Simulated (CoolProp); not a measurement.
Vapour pressure (kPa) of propylene glycol: the reference equation beside estimates from Tc = 674.0 K, pc = 7292 kPa, ω = 0.327. Clausius-Clapeyron is anchored at 553.9 K with a constant enthalpy of vaporisation of 44.29 kJ/mol.

The numbers come from the reference Helmholtz-energy equation of state, Eisenbach 2021 in CoolProp.

```
T (K)  reference  Lee-Kesler  Clausius-Clapeyron  Soave-Redlich-Kwong
-----  ---------  ----------  ------------------  -------------------
517.4      456.5       857.9               508.9                859.3
526.5      562.1        1007               608.0                 1010
535.6      686.4        1175               722.1                 1180
544.8      833.6        1365               854.1                 1373
553.9       1003        1575                1003                 1586
563         1199        1808                1172                 1824
572.1       1424        2066                1362                 2086
581.2       1682        2350                1576                 2376
```

Absolute difference from the reference over all 8 rows, mean and median: Lee-Kesler 61.8 and 60.4 %, Clausius-Clapeyron 5.0 and 4.8 %, Soave-Redlich-Kwong 62.8 and 61.4 %.
